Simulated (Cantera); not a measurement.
Charge: 1 mol Cu, 2.5 mol F₂, equilibrated at 32.0 mbar.

These are equilibrium values from Cantera (NASA tables, ideal gas, pure condensed phases), not measurements of a reactor. Candidate condensed phases: Cu, CuF₂; 6 gas species. Rates play no part.

Q: What share of the Cu ends up in condensed phases as a function of T (K), at 748, 823, 898, 973, 1048, 1123, 1198, 1273, 1348?

A: 
| T (K) | Cu condensed (%) | as |
|---|---|---|
| 748 | 100.0 | CuF₂(s) |
| 823 | 100.0 | CuF₂(s) |
| 898 | 100.0 | CuF₂(s) |
| 973 | 100.0 | CuF₂(s) |
| 1048 | 99.7 | CuF₂(s) |
| 1123 | 97.7 | CuF₂(l) |
| 1198 | 90.3 | CuF₂(l) |
| 1273 | 66.4 | CuF₂(l) |
| 1348 | 0.0 | - |
